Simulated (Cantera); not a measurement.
A Cantera script and what it prints.

```python
import numpy as np
import cantera as ct

gas_names = """
    CL CLO CL2 Mg MgCL MgCL2 MgN MgO Mg2 N NO NO2 NO3 N2 N2O O O2 O3
""".split()
cond_names = """
    Mg(cr) Mg(L) MgCL2(s) MgCL2(L) MgO(s) MgO(L)
""".split()


def load(file, names, dense=False):
    # The tables refer to 1 bar. Condensed volumes are neglected.
    table = {s.name: s for s in ct.Species.list_from_file(file)}
    out = []
    for n in names:
        d = dict(table[n].input_data)
        d["thermo"] = dict(d["thermo"], **{"reference-pressure": 1e5})
        if dense:
            d["equation-of-state"] = {"model": "constant-volume", "density": "1e6 g/cm^3"}
        out.append(ct.Species.from_dict(d))
    return out


gas = ct.Solution(thermo="ideal-gas", species=load("nasa_gas.yaml", gas_names))
cond = {s.name: ct.Solution(thermo="fixed-stoichiometry", species=[s], name=s.name)
        for s in load("nasa_condensed.yaml", cond_names, dense=True)}
atoms = {
    'MgCl2': {'Mg': 1, 'CL': 2},
    'O2': {'O': 2},
    'N2': {'N': 2},
}
top_T = {}  # K; cautious upper limits of use, not melting points


def equilibrate(T, P, feed):
    n = {}
    for name, mol in feed.items():
        for a, k in atoms[name].items():
            n[a] = n.get(a, 0.0) + k * mol
    gas.TPX = T, P, n
    mass = sum(n.values()) * gas.mean_molecular_weight
    gas.equilibrate("TP")
    valid = [c for c in cond.values() if c.min_temp <= T <= top_T.get(c.name, c.max_temp)]
    mix = ct.Mixture([(gas, mass / gas.mean_molecular_weight)] + [(c, 0.0) for c in valid])
    mix.T, mix.P = T, P
    mix.equilibrate("TP", solver="vcs", rtol=1e-11, max_steps=5000)
    return mix


results = []
feed = {'MgCl2': 1, 'O2': 0.061, 'N2': 0.89}  # mol
T = 1850  # K
P = 133.322  # Pa
mix = equilibrate(T, P, feed)
results.append((T, P, feed, dict(zip(mix.species_names, mix.species_moles))))
x = sorted(zip(gas.X, gas.species_names), reverse=True)
print(f"T = {T:g} K  P = {P:g} Pa  gas = {mix.phase_moles(0):.4g} mol")
print("   x: " + "  ".join(f"{s} {v:.3e}" for v, s in x if v > 1e-06))
print("   condensed (mol): " + ("  ".join(f"{mix.phase(i).name} {mix.phase_moles(i):.4g}"
      for i in range(1, mix.n_phases) if mix.phase_moles(i) > 1e-12) or "none"))
```

Result:

```
T = 1850 K  P = 133.322 Pa  gas = 2.011 mol
   x: N2 4.424e-01  MgCL2 4.379e-01  CL 1.181e-01  O2 6.981e-04  MgCL 2.863e-04  NO 2.118e-04  O 1.395e-04  CL2 1.178e-04  Mg 9.803e-05  CLO 1.940e-06
   condensed (mol): MgO(s) 0.1185
```

Equilibrium computed with Cantera from the NASA thermochemical tables; the gas is ideal and each condensed phase is pure.
